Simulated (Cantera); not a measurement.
## Ignition delay

Mixture: CH₃OH : O₂ : N₂ = 1 : 2.94 : 11.5 (molar parts), at 0.620 bar, adiabatic and at constant volume. Ignition delay is the time to a rise of 400 K.

Cantera simulation using GRI-Mech 3.0 (53 species, 325 reactions); the numbers are that mechanism's predictions, not measurements. GRI-Mech 3.0 was tuned for natural gas; its chemistry of methanol as a main component is partial and can be far from experiment.

| T0 (K) | delay (ms) |
|---|---|
| 1075 | 168 |
| 1175 | 25.5 |
| 1275 | 5.34 |
| 1375 | 1.47 |
| 1475 | 0.512 |
| 1575 | 0.213 |

| Item | Result |
|---|---|
| apparent activation energy between 1375 and 1575 K | 170 kJ/mol |
